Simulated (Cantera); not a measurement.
A perfectly stirred reactor is fed with H2 : O2 : N2 = 0.52 : 1 : 3 (molar parts), equivalence ratio 0.26, at 0.132 atm; it is held at 873 K, and followed from long to short residence time.

Computed with Cantera and the H2/O2 subset of GRI-Mech 3.0, which has no nitrogen chemistry. Radical loss at walls, strong at low pressure, is not modelled. Below about 950 K walls govern HO2 and H2O2 in real vessels. The temperature is held fixed by assumption; the heat of reaction is taken as removed at once.

What does this change do: 0.18 parts H2O added?


```json
[
 {"quantity": "x(H2) at τ = 0.690 s", "before": "0.00755", "after": "0.0110"},
 {"quantity": "x(O2) at τ = 0.690 s", "before": "0.177", "after": "0.171"},
 {"quantity": "x(H2O) at τ = 0.690 s", "before": "0.114", "after": "0.146"},
 {"quantity": "x(H) at τ = 0.690 s", "before": "1.11e-5", "after": "9.20e-6"},
 {"quantity": "x(O) at τ = 0.690 s", "before": "2.08e-5", "after": "1.31e-5"},
 {"quantity": "x(H2) at τ = 51.0 ms", "before": "0.0164", "after": "0.0197"},
 {"quantity": "x(O2) at τ = 51.0 ms", "before": "0.180", "after": "0.175"},
 {"quantity": "x(H2O) at τ = 51.0 ms", "before": "0.105", "after": "0.136"},
 {"quantity": "x(H) at τ = 51.0 ms", "before": "0.000141", "after": "0.000115"},
 {"quantity": "x(O) at τ = 51.0 ms", "before": "0.000125", "after": "9.36e-5"}
]
```
